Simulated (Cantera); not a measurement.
A Cantera script and what it prints.

```python
import numpy as np
import cantera as ct

gas_names = [...]  # 113 gases of nasa_gas.yaml made of C, H, O, Ti
cond_names = """
    C(gr) C6H6(L) C7H8(L) C8H18(L),n-octa H2O(s) H2O(L) Ti(a) Ti(b) Ti(L) TiC(s) TiC(L) TiO(a) TiO(b)
    TiO(L) TiO2(ru) TiO2(L) Ti2O3(a) Ti2O3(b) Ti2O3(L) Ti3O5(a) Ti3O5(b) Ti3O5(L) Ti4O7(s) Ti4O7(L)
""".split()


# ... load() reads the species with a 1 bar reference pressure and builds the phases ...
atoms = {
    'Ti(OiPr)4': {'Ti': 1, 'C': 12, 'H': 28, 'O': 4},
    'H2O': {'H': 2, 'O': 1},
    'H2': {'H': 2},
}
top_T = {'C(gr)': 4500}  # K; cautious upper limits of use, not melting points


# ... equilibrate(T, P, feed) seeds the gas with the atoms and calls Mixture.equilibrate('TP', solver="vcs", rtol=1e-11, max_steps=5000) ...
results = []
feed = {'Ti(OiPr)4': 1, 'H2O': 0.75, 'H2': 260}  # mol
T = 2098.15  # K
P = 38  # Pa
mix = equilibrate(T, P, feed)
results.append((T, P, feed, dict(zip(mix.species_names, mix.species_moles))))
x = sorted(zip(gas.X, gas.species_names), reverse=True)
print(f"T = {T:g} K  P = {P:g} Pa  gas = {mix.phase_moles(0):.4g} mol")
print("   x: " + "  ".join(f"{s} {v:.3e}" for v, s in x if v > 0.0001))
print("   condensed (mol): " + ("  ".join(f"{mix.phase(i).name} {mix.phase_moles(i):.4g}"
      for i in range(1, mix.n_phases) if mix.phase_moles(i) > 1e-12) or "none"))
```

Output:

```
T = 2098.15 K  P = 38 Pa  gas = 301.3 mol
   x: H2 8.383e-01  H 1.447e-01  CO 1.577e-02  C2H2,acetylene 1.198e-03
   condensed (mol): C(gr) 5.527  TiC(s) 0.9963
```

These are equilibrium values from Cantera (NASA tables, ideal gas, pure condensed phases), not measurements of a reactor. The feed counts by its element totals alone. TiC: taken at fixed stoichiometry.
